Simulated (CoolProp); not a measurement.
20 sccm (0 °C, 1 atm) of nitrogen bubbles through liquid octamethyltrisiloxane (MDM) at 285.1 K and leaves saturated at a total pressure of 0.00519 MPa (ideal gas phase). Each further row changes one setting.

Model: reference Helmholtz-energy equation of state, Thol 2017, in CoolProp.

```json
[
 {"case": "as stated", "vapour pressure (kPa)": "0.202", "mole fraction of vapour": "___", "delivery (mg/min)": "___", "delivery (sccm)": "___", "change of delivery for a bath 1 K warmer (%)": "7.9"},
 {"case": "bath temperature 290.1 K", "vapour pressure (kPa)": "___", "mole fraction of vapour": "___", "delivery (mg/min)": "12.5", "delivery (sccm)": "___", "change of delivery for a bath 1 K warmer (%)": "7.7"},
 {"case": "total pressure 0.0104 MPa", "vapour pressure (kPa)": "0.202", "mole fraction of vapour": "0.0194", "delivery (mg/min)": "___", "delivery (sccm)": "0.396", "change of delivery for a bath 1 K warmer (%)": "7.7"}
]
```

**Question.** Some entries are withheld; supply them.

**Answer.** 
- as stated, mole fraction of vapour: 0.0389
- as stated, delivery (mg/min): 8.55
- as stated, delivery (sccm): 0.810
- bath temperature 290.1 K, vapour pressure (kPa): 0.289
- bath temperature 290.1 K, mole fraction of vapour: 0.0557
- bath temperature 290.1 K, delivery (sccm): 1.18
- total pressure 0.0104 MPa, delivery (mg/min): 4.18
